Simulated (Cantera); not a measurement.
A closed system holds: 1 mol Ti, 0.15 mol C3H8, equilibrated at 2150 K and 14.0 Pa.

Cantera equilibrium calculation (NASA polynomials, part measured and part estimated; ideal gas, pure solids and liquids). Candidate condensed phases: C, C6H6, C7H8, C8H18, Ti, TiC; 77 gas species. TiC: taken at fixed stoichiometry. Kinetics and transport are ignored.

Base state: Ti 0.427, H2 0.359, H 0.214 (mole fractions); condensed: TiC(s).

Question: What changes in the equilibrium state with this change: temperature from 2150 K to 2100 K?

Answer: 
```
species      before  after
-----------  ------  -----
H2            0.359  0.556
Ti            0.427  0.248
H             0.214  0.196
TiC(s), mol   0.450  0.450
Ti(l), mol        0  0.323
```
Mutual solubility and eutectic melting of coexisting phases are not modelled. Condensed phases not in the tables: N, O or C dissolved in the metal.

Question: What changes in the equilibrium state with this change: C3H8 from 0.15 to 0.27 mol?

Answer: 
| species | before | after |
|---|---|---|
| H2 | 0.359 | 0.596 |
| H | 0.214 | 0.275 |
| Ti | 0.427 | 0.129 |
| TiC(s), mol | 0.450 | 0.810 |

Question: What changes in the equilibrium state with this change: temperature from 2150 K to 1048.15 K?

Answer: 
```csv
species,before,after
H2,0.359,1.000
H,0.214,6.55e-7
Ti,0.427,<1e-9
"TiC(s), mol",0.450,0.450
"Ti(α), mol",0,0.550
```
Mutual solubility and eutectic melting of coexisting phases are not modelled. Condensed phases not in the tables: N, O or C dissolved in the metal.
